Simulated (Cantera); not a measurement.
What does this Cantera script print?

```python
import numpy as np
import cantera as ct

gas_names = [...]  # 58 gases of nasa_gas.yaml made of F, H, N, O, Si
cond_names = """
    H2O(s) H2O(L) Si(cr) Si(L) SiO2(Lqz) SiO2(hqz) SiO2(L) Si2N2O(s) Si3N4(a)
""".split()


# ... load() reads the species with a 1 bar reference pressure and builds the phases ...
atoms = {
    'SiF4': {'Si': 1, 'F': 4},
    'H2O': {'H': 2, 'O': 1},
    'H2': {'H': 2},
    'NO': {'N': 1, 'O': 1},
}
top_T = {'Si2N2O(s)': 2100, 'Si3N4(a)': 2400}  # K; cautious upper limits of use, not melting points


# ... equilibrate(T, P, feed) seeds the gas with the atoms and calls Mixture.equilibrate('TP', solver="vcs", rtol=1e-11, max_steps=5000) ...
results = []
feed = {'SiF4': 1, 'H2O': 3.7, 'H2': 7.8, 'NO': 0.2}  # mol
P = 29  # Pa
for T in [825, 900, 975, 1050, 1125, 1200, 1275, 1350, 1425, 1500, 1575]:
    mix = equilibrate(T, P, feed)
    results.append((T, P, feed, dict(zip(mix.species_names, mix.species_moles))))
    x = sorted(zip(gas.X, gas.species_names), reverse=True)
    print(f"T = {T:g} K  P = {P:g} Pa  gas = {mix.phase_moles(0):.4g} mol")
    print("   x: " + "  ".join(f"{s} {v:.3e}" for v, s in x if v > 0.0001))
    print("   condensed (mol): " + ("  ".join(f"{mix.phase(i).name} {mix.phase_moles(i):.4g}"
          for i in range(1, mix.n_phases) if mix.phase_moles(i) > 1e-12) or "none"))
```

Result:

```
T = 825 K  P = 29 Pa  gas = 13.53 mol
   x: H2 5.617e-01  HF 2.750e-01  H2O 1.507e-01  N2 7.391e-03  SiF4 5.161e-03
   condensed (mol): SiO2(Lqz) 0.9302
T = 900 K  P = 29 Pa  gas = 13.57 mol
   x: H2 5.599e-01  HF 2.873e-01  H2O 1.437e-01  N2 7.367e-03  SiF4 1.846e-03
   condensed (mol): SiO2(hqz) 0.9749
T = 975 K  P = 29 Pa  gas = 13.59 mol
   x: H2 5.592e-01  HF 2.916e-01  H2O 1.411e-01  N2 7.358e-03  SiF4 6.712e-04
   condensed (mol): SiO2(hqz) 0.9909
T = 1050 K  P = 29 Pa  gas = 13.6 mol
   x: H2 5.590e-01  HF 2.931e-01  H2O 1.403e-01  N2 7.355e-03  SiF4 2.676e-04
   condensed (mol): SiO2(hqz) 0.9964
T = 1125 K  P = 29 Pa  gas = 13.6 mol
   x: H2 5.589e-01  HF 2.937e-01  H2O 1.400e-01  N2 7.354e-03  SiF4 1.184e-04
   condensed (mol): SiO2(hqz) 0.9984
T = 1200 K  P = 29 Pa  gas = 13.6 mol
   x: H2 5.588e-01  HF 2.939e-01  H2O 1.398e-01  N2 7.353e-03
   condensed (mol): SiO2(hqz) 0.9992
T = 1275 K  P = 29 Pa  gas = 13.6 mol
   x: H2 5.588e-01  HF 2.940e-01  H2O 1.398e-01  N2 7.353e-03
   condensed (mol): SiO2(hqz) 0.9996
T = 1350 K  P = 29 Pa  gas = 13.6 mol
   x: H2 5.588e-01  HF 2.940e-01  H2O 1.397e-01  N2 7.353e-03  H 1.046e-04
   condensed (mol): SiO2(hqz) 0.9998
T = 1425 K  P = 29 Pa  gas = 13.6 mol
   x: H2 5.586e-01  HF 2.940e-01  H2O 1.397e-01  N2 7.352e-03  H 2.994e-04
   condensed (mol): SiO2(hqz) 0.9998
T = 1500 K  P = 29 Pa  gas = 13.61 mol
   x: H2 5.582e-01  HF 2.940e-01  H2O 1.397e-01  N2 7.350e-03  H 7.723e-04
   condensed (mol): SiO2(hqz) 0.9996
T = 1575 K  P = 29 Pa  gas = 13.61 mol
   x: H2 5.571e-01  HF 2.938e-01  H2O 1.397e-01  N2 7.345e-03  H 1.821e-03  SiO 1.854e-04
   condensed (mol): SiO2(hqz) 0.9974
```

Cantera equilibrium calculation (NASA polynomials, part measured and part estimated; ideal gas, pure solids and liquids). The tables hold silica as quartz up to 1696 K and as liquid above; real silica turns to tridymite and cristobalite and melts near 1996 K.
